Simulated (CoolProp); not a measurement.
Model: reference Helmholtz-energy equation of state, Polt 1992, in CoolProp. This equation is an older, rougher fit; its heat capacities, sound speeds and derivatives of the liquid may be far off and weren't checked against measurements.

Q: Give the vapour pressure (bar), liquid density (kg/m³), vapour density (kg/m³), enthalpy of vaporisation (kJ/kg) of saturated cyclopropane at 321.7, 335.1 K.

A: 
```json
[
 {"T (K)": "321.7", "p (bar)": "13.0", "liquid density (kg/m³)": "580", "vapour density (kg/m³)": "25.4", "enthalpy of vaporisation (kJ/kg)": "364"},
 {"T (K)": "335.1", "p (bar)": "17.5", "liquid density (kg/m³)": "555", "vapour density (kg/m³)": "34.6", "enthalpy of vaporisation (kJ/kg)": "339"}
]
```
